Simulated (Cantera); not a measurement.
Cantera run:

```python
import numpy as np
import cantera as ct

gas_names = """
    H HO2 H2 H2O H2O2 H2S H2SO4 O OH O2 O3 S SH SO SO2 SO3 S2 S2O S8
""".split()
cond_names = """
    H2O(s) H2O(L) H2SO4(L) S(cr1) S(cr2) S(L)
""".split()


# ... load() reads the species with a 1 bar reference pressure and builds the phases ...
atoms = {
    'S': {'S': 1},
    'H2O': {'H': 2, 'O': 1},
    'O2': {'O': 2},
    'SO2': {'S': 1, 'O': 2},
}
top_T = {}  # K; cautious upper limits of use, not melting points


# ... equilibrate(T, P, feed) seeds the gas with the atoms and calls Mixture.equilibrate('TP', solver="vcs", rtol=1e-11, max_steps=5000) ...
results = []
feed = {'S': 1, 'H2O': 5.6, 'O2': 4.2, 'SO2': 0.022}  # mol
T = 2900  # K
P = 790000  # Pa
mix = equilibrate(T, P, feed)
results.append((T, P, feed, dict(zip(mix.species_names, mix.species_moles))))
x = sorted(zip(gas.X, gas.species_names), reverse=True)
print(f"T = {T:g} K  P = {P:g} Pa  gas = {mix.phase_moles(0):.4g} mol")
print("   x: " + "  ".join(f"{s} {v:.3e}" for v, s in x if v > 0.0001))
print("   condensed (mol): " + ("  ".join(f"{mix.phase(i).name} {mix.phase_moles(i):.4g}"
      for i in range(1, mix.n_phases) if mix.phase_moles(i) > 1e-12) or "none"))
```

It prints:

```
T = 2900 K  P = 790000 Pa  gas = 10.16 mol
   x: H2O 5.076e-01  O2 2.992e-01  SO2 9.784e-02  OH 6.226e-02  O 1.545e-02  H2 1.045e-02  H 4.180e-03  SO 2.619e-03  HO2 1.735e-04  SO3 1.520e-04
   condensed (mol): none
```

Method: chemical equilibrium by Gibbs-energy minimisation in Cantera with the NASA 1993 tables (ideal gas, pure condensed phases).
